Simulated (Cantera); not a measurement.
Feed: 1 mol Fe2O3, 0.47 mol H2S, 24 mol N2, held at 775 K and 10.0 mbar.

These are equilibrium values from Cantera (NASA tables, ideal gas, pure condensed phases), not measurements of a reactor. Candidate condensed phases: Fe, FeO, Fe(OH)2, Fe(OH)3, FeS, FeSO4, FeS2, Fe2O3, Fe2(SO4)3, Fe3O4, H2O, H2SO4, S; 38 gas species. FeS: taken at fixed stoichiometry. Gases not in the tables: S3 to S7. Kinetics and transport are ignored.

Base state: N2 0.975, H2O 0.0189, SO2 0.00575, S2 0.000262, H2S 0.000150, H2 3.00e-5 (mole fractions); condensed: FeS(s) + Fe3O4(s).

What changes in the equilibrium state with this change: temperature from 775 K to 1098 K?


| species | before | after |
|---|---|---|
| N2 | 0.975 | 0.974 |
| H2O | 0.0189 | 0.0180 |
| SO2 | 0.00575 | 0.00511 |
| S2 | 0.000262 | 0.00138 |
| H2 | 3.00e-5 | 0.000947 |
| SO | 2.87e-8 | 1.06e-5 |
| H2S | 0.000150 | 0.000182 |
| FeS(s), mol | 0.312 | 0.271 |
| Fe3O4(s), mol | 0.563 | 0.576 |
Mutual solubility and eutectic melting of coexisting phases are not modelled.

What changes in the equilibrium state with this change: temperature from 775 K to 1625 K?


```
species         before    after
-------------  -------  -------
N2               0.975    0.964
H2O             0.0189   0.0131
SO2            0.00575   0.0128
Fe               <1e-9  3.48e-5
S                <1e-9  7.28e-5
H                <1e-9  5.30e-5
SO             2.87e-8  0.00141
SH             5.35e-9  9.01e-5
H2             3.00e-5  0.00564
FeS(s), mol      0.312        0
Fe3O4(s), mol    0.563        0
FeO(s), mol          0     2.00
```
The tables' stoichiometric FeO is somewhat more stable than real wüstite, so its field is too wide. FeO: taken at fixed stoichiometry.
